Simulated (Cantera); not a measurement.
Input: 1 mol toluene, 2.4 mol H2, 26 mol N2, 0.55 mol O2, equilibrated at 8.10 mbar.

Equilibrium computed with Cantera from the NASA thermochemical tables; the gas is ideal and each condensed phase is pure. Candidate condensed phases: C, C6H6, C7H8, C8H18, H2O; 136 gas species. The numbers say what is thermodynamically allowed, not how fast it happens. All values below are at 2552 °C.

Base state: N2 0.664, H 0.212, H2 0.0456, CO 0.0289, HCN 0.0253, CN 0.0101, C3 0.00529, HNC 0.00411 (mole fractions); condensed: C(graphite).

**Question.** What changes in the equilibrium state with this change: N2 from 26 to 0.86 mol?

**Answer.** 
| species | before | after |
|---|---|---|
| H | 0.212 | 0.521 |
| H2 | 0.0456 | 0.276 |
| CO | 0.0289 | 0.0960 |
| N2 | 0.664 | 0.0624 |
| CN | 0.0101 | 0.00311 |
| HCN | 0.0253 | 0.0190 |
| C2N2 | 0.000289 | 2.72e-5 |
| C2H2 (vinylidene) | 3.39e-6 | 2.05e-5 |
| C2H2 (acetylene) | 0.00165 | 0.00999 |
| C(graphite), mol | 3.47 | 5.11 |
